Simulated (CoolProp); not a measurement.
Sulfur dioxide along the isotherm 473 K: fugacity coefficient from the reference equation and from simpler models built on Tc = 430.6 K, pc = 7.887 MPa, ω = 0.256; each cubic takes its own stable root.

Model: reference Helmholtz-energy equation of state, Gao 2016, in CoolProp.

```json
[
 {"p (MPa)": "2.46", "phase": "gas", "reference": "0.9235", "van der Waals": "0.9270", "Redlich-Kwong": "0.9207", "Soave-Redlich-Kwong": "0.9246", "Peng-Robinson": "0.9149"},
 {"p (MPa)": "4.93", "phase": "gas", "reference": "0.8491", "van der Waals": "0.8543", "Redlich-Kwong": "0.8438", "Soave-Redlich-Kwong": "0.8518", "Peng-Robinson": "0.8343"},
 {"p (MPa)": "7.39", "phase": "gas", "reference": "0.7770", "van der Waals": "0.7817", "Redlich-Kwong": "0.7695", "Soave-Redlich-Kwong": "0.7817", "Peng-Robinson": "0.7585"},
 {"p (MPa)": "9.86", "phase": "supercritical", "reference": "0.7064", "van der Waals": "0.7063", "Redlich-Kwong": "0.6963", "Soave-Redlich-Kwong": "0.7136", "Peng-Robinson": "0.6866"},
 {"p (MPa)": "12.3", "phase": "supercritical", "reference": "0.6384", "van der Waals": "0.6300", "Redlich-Kwong": "0.6262", "Soave-Redlich-Kwong": "0.6493", "Peng-Robinson": "0.6205"},
 {"p (MPa)": "14.8", "phase": "supercritical", "reference": "0.5746", "van der Waals": "0.5677", "Redlich-Kwong": "0.5643", "Soave-Redlich-Kwong": "0.5911", "Peng-Robinson": "0.5616"},
 {"p (MPa)": "17.3", "phase": "supercritical", "reference": "0.5228", "van der Waals": "0.5220", "Redlich-Kwong": "0.5164", "Soave-Redlich-Kwong": "0.5441", "Peng-Robinson": "0.5143"},
 {"p (MPa)": "19.7", "phase": "supercritical", "reference": "0.4838", "van der Waals": "0.4893", "Redlich-Kwong": "0.4808", "Soave-Redlich-Kwong": "0.5086", "Peng-Robinson": "0.4783"}
]
```
